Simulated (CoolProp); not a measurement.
The numbers come from the reference Helmholtz-energy equation of state, Akasaka 2022 in CoolProp.

Task: For R1233zd(E), give the phase and the cp (kJ/(kg K)), cv (kJ/(kg K)), Joule-Thomson coefficient (K/MPa) at 74.65 °C and 101 kPa; 125.75 °C and 101 kPa; 164.05 °C and 101 kPa.

Result: 
- 74.65 °C and 101 kPa: gas; cp 0.869, cv 0.798, Joule-Thomson coefficient 19.2
- 125.75 °C and 101 kPa: gas; cp 0.929, cv 0.861, Joule-Thomson coefficient 12.9
- 164.05 °C and 101 kPa: gas; cp 0.970, cv 0.903, Joule-Thomson coefficient 10.1
